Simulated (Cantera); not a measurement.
Feed: 1 mol B₂O₃, 0.46 mol H₂O, equilibrated at 1498 K and 0.100 bar.

These are equilibrium values from Cantera (NASA tables, ideal gas, pure condensed phases), not measurements of a reactor. Candidate condensed phases: B, B₂O₃, B₃O₃H₃, H₂O; 23 gas species. Gases not in the tables: H₃BO₃. Equilibrium is a limit: real reactors are often held back by kinetics, nucleation or transport.

Base state: H₂O 0.925, HBO₂ 0.0725, (HBO₂)₃ 0.00131, H₂ 0.000401, B₂O₃ 0.000208, O₂ 0.000181, OH 7.13e-5 (mole fractions); condensed: B₂O₃(l).

What changes in the equilibrium state with this change: temperature from 1498 K to 1550 K?


```csv
species,before,after
H₂O,0.925,0.887
HBO₂,0.0725,0.111
(HBO₂)₃,0.00131,0.00108
B₂O₃,0.000208,0.000583
BO₂,6.89e-6,1.84e-5
OH,7.13e-5,0.000120
H₂,0.000401,0.000614
O₂,0.000181,0.000273
"B₂O₃(l), mol",0.982,0.972
```
